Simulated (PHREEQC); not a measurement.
Hard or scaling water

Consider water at 25 °C with 6.7e-05 mol/kgw CaSO4, 0.13 mol/kgw Na2SO4, 5.2e-05 mol/kgw MgSO4 and 0.0038 mol/kgw Ca(OH)2. Closed to the air; pH follows from the charge balance.

All values are PHREEQC results (ion-association model, phreeqc.dat), not measurements.

Precipitation was switched off in this run.

Estimate the pH.

pH 11.70.

In which forms is Mg present?

MgSO4 48 %, Mg+2 30 %, MgOH+ 22 % of the Mg.

Species that the database lacks are ignored.
